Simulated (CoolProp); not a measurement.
o-xylene along the isotherm 620 K: Z from the reference equation and from simpler models built on Tc = 630.3 K, pc = 3.737 MPa, ω = 0.312; each cubic takes its own stable root.

Values from CoolProp's reference Helmholtz-energy equation of state, Zhou 2012.

```tsv
p (MPa)	phase	reference	Redlich-Kwong	Peng-Robinson
1.04	gas	?	0.8932	0.8815
2.08	gas	?	0.7636	0.7405
3.11	gas	?	0.5735	0.5352
4.15	liquid	0.1804	0.2305	0.2022
5.19	liquid	0.2127	0.2634	?
6.23	liquid	0.2462	0.2991	0.2653
7.27	liquid	0.2798	0.3351	0.2977
8.31	liquid	0.3131	0.3710	0.3299
9.34	liquid	0.3459	?	?
```

Problem. What belongs in the gaps?

Solution. 
- 1.04, reference: 0.8820
- 2.08, reference: 0.7371
- 3.11, reference: 0.5110
- 5.19, Peng-Robinson: 0.2329
- 9.34, Redlich-Kwong: 0.4061
- 9.34, Peng-Robinson: 0.3614
